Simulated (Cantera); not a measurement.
## CaCl₂ + H₂O + N₂ (halide evaporation, hydrolysis and transport)

Input: 1 mol CaCl₂, 1.7 mol H₂O, 86 mol N₂, equilibrated at 21.0 mbar.

Equilibrium computed with Cantera from the NASA thermochemical tables; the gas is ideal and each condensed phase is pure. Candidate condensed phases: Ca, CaCl₂, CaO, Ca(OH)₂, H₂O, NH₄Cl; 36 gas species. Mutual solubility and eutectic melting of coexisting phases are not modelled. Condensed phases not in the tables: oxide chlorides. Equilibrium is a limit: real reactors are often held back by kinetics, nucleation or transport.

```json
[
 {"T (K)": "1098", "log p N₂": "-1.69", "log p HCl": "-3.93", "log p H₂O": "-3.46", "log p CaCl₂": "-6.28", "log p Cl": "-7.66", "n CaCl₂(l)": "0.753", "n CaO(s)": "0.245"},
 {"T (K)": "1148", "log p N₂": "-1.69", "log p HCl": "-3.76", "log p H₂O": "-3.50", "log p CaCl₂": "-5.70", "log p Cl": "-7.23", "n CaCl₂(l)": "0.628", "n CaO(s)": "0.364"},
 {"T (K)": "1198", "log p N₂": "-1.69", "log p HCl": "-3.61", "log p H₂O": "-3.55", "log p CaCl₂": "-5.18", "log p Cl": "-6.85", "n CaCl₂(l)": "0.462", "n CaO(s)": "0.510"},
 {"T (K)": "1248", "log p N₂": "-1.69", "log p HCl": "-3.49", "log p H₂O": "-3.62", "log p CaCl₂": "-4.70", "log p Cl": "-6.50", "n CaCl₂(l)": "0.235", "n CaO(s)": "0.680"},
 {"T (K)": "1298", "log p N₂": "-1.69", "log p HCl": "-3.42", "log p H₂O": "-3.67", "log p CaCl₂": "-4.34", "log p Cl": "-6.22", "n CaCl₂(l)": "0", "n CaO(s)": "0.807"},
 {"T (K)": "1348", "log p N₂": "-1.69", "log p HCl": "-3.44", "log p H₂O": "-3.66", "log p CaCl₂": "-4.26", "log p Cl": "-6.01", "n CaCl₂(l)": "0", "n CaO(s)": "0.768"},
 {"T (K)": "1398", "log p N₂": "-1.69", "log p HCl": "-3.46", "log p H₂O": "-3.64", "log p CaCl₂": "-4.19", "log p Cl": "-5.83", "n CaCl₂(l)": "0", "n CaO(s)": "0.730"},
 {"T (K)": "1448", "log p N₂": "-1.69", "log p HCl": "-3.49", "log p H₂O": "-3.62", "log p CaCl₂": "-4.14", "log p Cl": "-5.66", "n CaCl₂(l)": "0", "n CaO(s)": "0.693"},
 {"T (K)": "1498", "log p N₂": "-1.69", "log p HCl": "-3.51", "log p H₂O": "-3.61", "log p CaCl₂": "-4.09", "log p Cl": "-5.50", "n CaCl₂(l)": "0", "n CaO(s)": "0.658"},
 {"T (K)": "1548", "log p N₂": "-1.69", "log p HCl": "-3.54", "log p H₂O": "-3.60", "log p CaCl₂": "-4.05", "log p Cl": "-5.36", "n CaCl₂(l)": "0", "n CaO(s)": "0.625"},
 {"T (K)": "1598", "log p N₂": "-1.69", "log p HCl": "-3.56", "log p H₂O": "-3.58", "log p CaCl₂": "-4.02", "log p Cl": "-5.22", "n CaCl₂(l)": "0", "n CaO(s)": "0.595"}
]
```
log p: log10 of the partial pressure in bar; n: condensed amount in mol.

From 1098 K to 1248 K the condensed part is CaCl₂(l) + CaO(s). From 1298 K to 1598 K the condensed part is CaO(s). The main Ca-bearing gas is CaCl₂ throughout. The share of Ca in condensed phases is highest at 1098 K (99.8 %) and lowest at 1598 K (59.5 %).
